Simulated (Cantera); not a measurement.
What does this Cantera script print?

```python
import numpy as np
import cantera as ct

gas_names = """
    AL ALCL ALCL2 ALCL3 ALN ALO ALOCL ALO2 AL2 AL2CL6 AL2O AL2O2 CL CLO CL2 N NO NO2 NO3 N2 N2O O O2 O3
""".split()
cond_names = """
    AL(cr) AL(L) ALCL3(s) ALCL3(L) ALN(s) AL2O3(a) AL2O3(L)
""".split()


# ... load() reads the species with a 1 bar reference pressure and builds the phases ...
atoms = {
    'AlCl3': {'AL': 1, 'CL': 3},
    'O2': {'O': 2},
    'N2': {'N': 2},
}
top_T = {'ALN(s)': 2750}  # K; cautious upper limits of use, not melting points


# ... equilibrate(T, P, feed) seeds the gas with the atoms and calls Mixture.equilibrate('TP', solver="vcs", rtol=1e-11, max_steps=5000) ...
results = []
feed = {'AlCl3': 1, 'O2': 8.6, 'N2': 180}  # mol
P = 2100  # Pa
for T in [1023, 1098, 1173, 1248, 1323, 1398, 1473, 1548, 1623, 1698, 1773]:
    mix = equilibrate(T, P, feed)
    results.append((T, P, feed, dict(zip(mix.species_names, mix.species_moles))))

top = {s: max(r[3][s] / sum(r[3][g] for g in gas_names) for r in results) for s in gas_names}
cols = sorted((s for s in top if top[s] > 0.001), key=lambda s: -top[s])[:7]
seen = [c for c in cond_names if any(r[3].get(c, 0) > 1e-12 for r in results)]
print("log10 of partial pressures in bar; condensed amounts in mol")
print(f"{'T/K':>10s}" + "".join(f"{s[:9]:>10s}" for s in cols + seen))
for T, P, feed, n in results:
    ng = sum(n[g] for g in gas_names)
    print(f"{T:10.4g}" + "".join(f"{np.log10(max(n[s] / ng * P / 1e5, 1e-99)):10.3f}" for s in cols)
          + "".join(f"{n.get(c, 0):10.4g}" for c in seen))
```

Output:

```
log10 of partial pressures in bar; condensed amounts in mol
       T/K        N2        O2        CL       CL2        NO  AL2O3(a)
      1023    -1.700    -3.060    -5.159    -3.788    -6.387       0.5
      1098    -1.700    -3.061    -4.732    -3.804    -6.068       0.5
      1173    -1.700    -3.061    -4.370    -3.839    -5.790       0.5
      1248    -1.701    -3.062    -4.070    -3.909    -5.546       0.5
      1323    -1.701    -3.063    -3.835    -4.033    -5.330       0.5
      1398    -1.702    -3.064    -3.670    -4.233    -5.137       0.5
      1473    -1.703    -3.066    -3.570    -4.513    -4.964       0.5
      1548    -1.703    -3.067    -3.521    -4.846    -4.808       0.5
      1623    -1.703    -3.069    -3.499    -5.196    -4.666       0.5
      1698    -1.703    -3.071    -3.489    -5.536    -4.538       0.5
      1773    -1.704    -3.074    -3.485    -5.858    -4.420       0.5
```

Method: chemical equilibrium by Gibbs-energy minimisation in Cantera with the NASA 1993 tables (ideal gas, pure condensed phases).
